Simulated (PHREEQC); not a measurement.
Make-up at 25 °C: 5e-05 mol Ca(HCO3)2 and 3.1e-05 mol NaHCO3 per kg of water. Closed to the air; pH follows from the charge balance.

Equilibrium calculation in PHREEQC: ion-association model, wateq4f.dat.

```tsv
quantity	before	after
pH	8.11	9.57
ionic strength (mol/kgw)	0.000181	0.000143
CO2 (mol/kgw)	2.18e-6	4.10e-8
CO3-2 (mol/kgw)	8.14e-7	1.24e-5
```

Problem. Which change was made?
(A) NaHCO3 from 3.1e-05 to 2.79e-05 mol/kgw
(B) Ca(HCO3)2 replaced by Li2CO3 at the same molality
(C) NaHCO3 from 3.1e-05 to 0.00031 mol/kgw
(D) NaHCO3 from 3.1e-05 to 4.65e-05 mol/kgw
(E) Ca(HCO3)2 left out

Solution. B, Ca(HCO3)2 replaced by Li2CO3 at the same molality

No solid was allowed to form.
